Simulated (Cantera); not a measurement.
Source: NASA polynomial tables (part measured, part estimated), evaluated in Cantera. Values are per mole of reaction as written; species without (g) are pure solids or liquids, kept so even where they would boil at 1 bar.

2 AlI3(g) = 2 Al + 3 I2

| T (K) | ΔH° (kJ) | ΔS° (J/K) | ΔG° (kJ) | log10 K |
|---|---|---|---|---|
| 398 | 440.9 | -200.0 | 520.5 | -68.31 |
| 423 | 444.2 | -192.0 | 525.4 | -64.88 |
| 448 | 447.5 | -184.4 | 530.1 | -61.80 |
| 473 | [?] | [?] | [?] | [?] |
| 498 | 454.0 | -170.6 | 539.0 | -56.53 |
| 523 | [?] | [?] | [?] | [?] |
| 548 | 460.6 | -158.0 | 547.2 | -52.15 |
| 573 | [?] | [?] | [?] | [?] |

Q: What belongs in the gaps?

A: 
- 473, ΔH° (kJ): 450.7
- 473, ΔS° (J/K): -177.3
- 473, ΔG° (kJ): 534.6
- 473, log10 K: -59.04
- 523, ΔH° (kJ): 457.3
- 523, ΔS° (J/K): -164.1
- 523, ΔG° (kJ): 543.1
- 523, log10 K: -54.25
- 573, ΔH° (kJ): 463.9
- 573, ΔS° (J/K): -152.2
- 573, ΔG° (kJ): 551.0
- 573, log10 K: -50.23
